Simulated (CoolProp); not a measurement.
Vapour-liquid equilibrium of R143a (1) + propane (2) at 228.4 K; x and y are mole fractions of (1).

Model: multi-fluid Helmholtz-energy mixture model, Lemmon and Jacobsen 2000 and Lemmon 2009; pair parameters Bell 2016, in CoolProp.

```
x     bubble pressure (kPa)  y at the bubble point  dew pressure at overall composition x (kPa)  liquid density (mol/L)
----  ---------------------  ---------------------  -------------------------------------------  ----------------------
0.05                    [?]                  0.212                                        94.15                   13.21
0.15                  132.4                    [?]                                        103.4                   13.17
0.25                  142.6                    [?]                                        114.3                   13.15
0.35                  147.1                  0.503                                        127.1                   13.15
0.45                  149.2                  0.531                                        140.9                   13.18
0.55                  150.0                  0.558                                          [?]                   13.23
0.65                  149.4                  0.591                                          [?]                   13.31
0.75                  146.5                  0.641                                        136.8                     [?]
0.85                  139.5                  0.722                                          [?]                   13.55
0.95                  125.2                  0.871                                        118.1                   13.71
```

Task: Fill in the missing entries.

Result: 
- 0.05, bubble pressure (kPa): 110.0
- 0.15, y at the bubble point: 0.389
- 0.25, y at the bubble point: 0.462
- 0.55, dew pressure at overall composition x (kPa): 149.9
- 0.65, dew pressure at overall composition x (kPa): 145.8
- 0.75, liquid density (mol/L): 13.42
- 0.85, dew pressure at overall composition x (kPa): 127.2

y crosses x between x = 0.55 and 0.65: the model has an azeotrope there.

Pair parameters are fitted to limited data, so mixtures are less certain than the pure fluids.
